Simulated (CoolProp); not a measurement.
Vapour-liquid equilibrium of propylene (1) + dimethyl ether (2) at 306.3 K; x and y are mole fractions of (1).

Computed with CoolProp (multi-fluid Helmholtz-energy mixture model, Lemmon 2013 and Wu 2011; pair parameters Bell 2016).

```
x     bubble pressure, mixture model (MPa)  bubble pressure, Raoult's law (MPa)  y, mixture model  y, Raoult's law
----  ------------------------------------  -----------------------------------  ----------------  ---------------
0.05                                0.7841                               0.7749             0.093            0.091
0.2                                 0.9054                               0.8747             0.318            0.322
0.35                                 1.017                               0.9745             0.489            0.505
0.5                                  1.119                                1.074             0.626            0.655
0.65                                 1.213                                1.174             0.746            0.779
0.8                                  1.301                                1.274             0.855            0.884
0.95                                 1.381                                1.374             0.963            0.973
```

The largest gap from Raoult's law is +4.4 % in bubble pressure, at x = 0.35. No azeotrope shows between x = 0.05 and 0.95.

Pair parameters are fitted to limited data, so mixtures are less certain than the pure fluids.
